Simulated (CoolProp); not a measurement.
Properties of R404A along the isotherm 500 K.

Computed with CoolProp (reference Helmholtz-energy equation of state, Lemmon 2003). It is a pseudo-pure fit of the blend.

| p (MPa) | phase | density (kg/m³) | expansivity (1/kK) |
|---|---|---|---|
| 0.117 | gas | 2.755 | 2.024 |
| 0.233 | gas | 5.501 | 2.048 |
| 0.35 | gas | 8.288 | 2.073 |
| 0.467 | gas | 11.09 | 2.098 |
| 0.584 | gas | 13.91 | 2.123 |
| 0.7 | gas | 16.72 | 2.149 |
| 0.817 | gas | 19.57 | 2.174 |
| 0.934 | gas | 22.43 | 2.200 |
| 1.05 | gas | … | 2.226 |
| 1.17 | gas | 28.27 | 2.253 |
| 1.28 | gas | 31.01 | 2.278 |
| 1.4 | gas | 34.01 | 2.306 |
| 1.52 | gas | … | 2.334 |
| 1.63 | gas | 39.82 | 2.359 |
| 1.75 | gas | … | 2.388 |
| 1.87 | gas | 45.96 | … |

Question: What belongs in the gaps?

Answer: 
- 1.05, density (kg/m³): 25.29
- 1.52, density (kg/m³): 37.04
- 1.75, density (kg/m³): 42.88
- 1.87, expansivity (1/kK): 2.416
